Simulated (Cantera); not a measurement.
A closed system holds: 1 mol SiHCl₃, a varied amount of H₂, equilibrated at 2300 K and 0.133 bar.

Points: n(H2) (mol) = 1.8, 2.5, 3.5, 5, 7.1, 10, 14, 20, 29, 41, 58.

Cantera's Mixture.equilibrate('TP', solver="vcs", rtol=1e-11, max_steps=5000) on the NASA tables stopped like this:

```
ERROR: FAILURE its = 5001!

*******************************************************************************
CanteraError thrown by MultiPhase::equilibrate:
VCS solver failed. Return code: -1
*******************************************************************************
```

What got this run through?

One answer among several that fit: The failure is numerical, not chemical. The same input converged with solver="gibbs", rtol=1e-10, max_steps=50000, and the result passed a check of the equilibrium conditions:
```
log10 of partial pressures in bar; condensed amounts in mol
     n(H2)        H2       HCL     SiCL2         H        CL      SiCL     Si(L)
       1.8    -1.223    -1.447    -1.495    -2.626    -2.993    -3.007         0
       2.5    -1.158    -1.493    -1.585    -2.593    -3.071    -3.019   0.01986
       3.5    -1.105    -1.528    -1.707    -2.567    -3.132    -3.080    0.0811
         5    -1.057    -1.579    -1.857    -2.543    -3.207    -3.155    0.1491
       7.1    -1.018    -1.643    -2.024    -2.523    -3.291    -3.238    0.2155
        10    -0.988    -1.718    -2.205    -2.508    -3.381    -3.329     0.275
        14    -0.964    -1.804    -2.400    -2.496    -3.478    -3.426    0.3226
        20    -0.945    -1.905    -2.622    -2.487    -3.590    -3.537    0.3536
        29    -0.930    -2.022    -2.871    -2.479    -3.714    -3.662    0.3539
        41    -0.919    -2.139    -3.116    -2.474    -3.837    -3.784     0.313
        58    -0.911    -2.264    -3.373    -2.470    -3.965    -3.913    0.2178
```

The gas is ideal and each condensed phase is pure. The tables' values for SiCl, SiCl3 are old estimates; treat these amounts as uncertain. Gases not in the tables: Si2H6 and higher silanes.
